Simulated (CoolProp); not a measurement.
A Linde-Hampson liquefier for nitrogen: isothermal reversible compression at 200 K from 1 atm to 10 MPa, throttling to 1 atm, return gas leaving the recuperator 0 K below the feed. Each further row changes one setting.

Computed with CoolProp (reference Helmholtz-energy equation of state, Span 2000).

```
case                        liquid yield per pass  compression work (kJ/kg of gas)
--------------------------  ---------------------  -------------------------------
as stated                                   0.148                              261
high pressure 20 MPa                        0.234                              296
warm-end temperature 230 K                  0.098                              307
warm-end gap 5 K                            0.134                              261
```
